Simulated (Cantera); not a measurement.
**Thermodynamics of fluorocarbon and chlorocarbon gases, feed CH3Cl + HCl + H2**

Charge: 1 mol CH3Cl, 0.35 mol HCl, 0.07 mol H2, at 875 °C and 1.33 mbar.

These are equilibrium values from Cantera (NASA tables, ideal gas, pure condensed phases), not measurements of a reactor. Candidate condensed phases: C, C6H6, C7H8, C8H18; 91 gas species. Equilibrium is a limit: real reactors are often held back by kinetics, nucleation or transport.

The x(HCl) comes out as 0.558, the x(H2) is 0.442 and the x(CH4) is 6.19e-6. The x(Cl) comes out as 1.46e-6. The x(H) is 1.31e-6, the n(C(graphite)) comes out as 1.000 mol and the gas amount is 2.420 mol.
